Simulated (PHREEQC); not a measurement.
Consider water at 25 °C with 0.0023 mol/kgw HF, 0.14 mol/kgw (CH3)4NF and 0.0011 mol/kgw (NH4)2SiF6. Closed to the air; pH follows from the charge balance.

Equilibrium calculation in PHREEQC: ion-association model, phreeqc.dat.

Each row changes one thing in this solution. This is a speciation only: nothing precipitates in the calculation.

```json
[
 {"case": "as made", "pH": "5.00", "ionic strength (mol/kgw)": "0.143", "F- (mol/kgw)": "0.139", "HF (mol/kgw)": "0.00149", "HF2- (mol/kgw)": "0.000794"},
 {"case": "diluted 5-fold with water", "pH": "4.89", "ionic strength (mol/kgw)": "0.0287", "F- (mol/kgw)": "0.0280", "HF (mol/kgw)": "0.000455", "HF2- (mol/kgw)": "4.89e-5"},
 {"case": "diluted 10-fold with water", "pH": "4.70", "ionic strength (mol/kgw)": "0.0143", "F- (mol/kgw)": "0.0141", "HF (mol/kgw)": "0.000370", "HF2- (mol/kgw)": "___"},
 {"case": "temperature from 25 to 5 °C", "pH": "4.82", "ionic strength (mol/kgw)": "0.143", "F- (mol/kgw)": "0.139", "HF (mol/kgw)": "0.00159", "HF2- (mol/kgw)": "0.000689"},
 {"case": "(CH3)4NF replaced by HBF4 at the same molality", "pH": "0.95", "ionic strength (mol/kgw)": "0.141", "F- (mol/kgw)": "___", "HF (mol/kgw)": "0.0171", "HF2- (mol/kgw)": "9.42e-6"},
 {"case": "HF from 0.0023 to 0.00046 mol/kgw", "pH": "5.67", "ionic strength (mol/kgw)": "0.143", "F- (mol/kgw)": "0.140", "HF (mol/kgw)": "0.000322", "HF2- (mol/kgw)": "0.000172"},
 {"case": "(NH4)2SiF6 left out", "pH": "5.00", "ionic strength (mol/kgw)": "0.140", "F- (mol/kgw)": "0.139", "HF (mol/kgw)": "0.00149", "HF2- (mol/kgw)": "0.000794"},
 {"case": "(CH3)4NF from 0.14 to 0.154 mol/kgw", "pH": "___", "ionic strength (mol/kgw)": "0.157", "F- (mol/kgw)": "0.153", "HF (mol/kgw)": "0.00145", "HF2- (mol/kgw)": "0.000844"}
]
```

Q: Complete the blanks.

A: 
- diluted 10-fold with water, HF2- (mol/kgw): 2.00e-5
- (CH3)4NF replaced by HBF4 at the same molality, F- (mol/kgw): 0.000144
- (CH3)4NF from 0.14 to 0.154 mol/kgw, pH: 5.05

(CH3)4N+ isn't in the database: it is added as a free cation with an ion size of 4 Å. Constants without temperature data keep their 25 °C values here. SiF6-2 is the database's only silicon fluoride.
